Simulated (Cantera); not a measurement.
Input: 1 mol TiCl4, 4.6 mol H2O, 140 mol H2, equilibrated at 1127 °C and 0.0730 bar.

Cantera equilibrium calculation (NASA polynomials, part measured and part estimated; ideal gas, pure solids and liquids). Candidate condensed phases: H2O, Ti, TiCl2, TiCl3, TiCl4, TiO, TiO2, Ti2O3, Ti3O5, Ti4O7; 23 gas species. Equilibrium is a limit: real reactors are often held back by kinetics, nucleation or transport.

Base state: H2 0.955, HCl 0.0273, H2O 0.0177, H 1.76e-5 (mole fractions); condensed: TiO2(rutile).

**Question.** What changes in the equilibrium state with this change: temperature from 1127 °C to 1727 °C?

**Answer.** 
```
species             before     after
-----------------  -------  --------
H2                   0.955     0.947
HCl                 0.0273    0.0271
H2O                 0.0177    0.0199
H                  1.76e-5   0.00586
OH                 6.49e-9   1.23e-5
Cl                 4.14e-7  0.000125
TiO2(rutile), mol     1.00         0
Ti3O5(s), mol            0     0.333
```
